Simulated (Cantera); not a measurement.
A closed system holds: 1 mol CCl4, 1.1 mol H2, 0.069 mol HCl, at 1000 Pa.

These are equilibrium values from Cantera (NASA tables, ideal gas, pure condensed phases), not measurements of a reactor. Candidate condensed phases: C, C6H6, C7H8, C8H18; 103 gas species. Ions and electrons are included (thermal ionisation). The tables' values for CCl are old estimates; treat these amounts as uncertain. Kinetics and transport are ignored.

x: gas mole fraction; n: condensed amount in mol.

```csv
T (K),x Cl,x H,x C,x HCl,x C3,x H2,x C2,n C(graphite)
3000,0.601,0.244,0.00507,0.0864,0.0312,0.0238,0.00317,0.308
3500,0.583,0.315,0.0570,0.00795,0.0207,0.00285,0.0121,0
4000,0.557,0.310,0.126,?,?,?,?,0
4500,0.555,0.309,0.135,?,?,?,?,0
5000,0.554,0.309,0.136,6.49e-5,2.71e-7,2.31e-5,0.000123,0
```

Problem. Some entries are withheld; supply them.

Solution. 
- 4000, x HCl: 0.00104
- 4000, x C3: 0.000707
- 4000, x H2: 0.000377
- 4000, x C2: 0.00427
- 4500, x HCl: 0.000223
- 4500, x C3: 9.67e-6
- 4500, x H2: 7.99e-5
- 4500, x C2: 0.000628
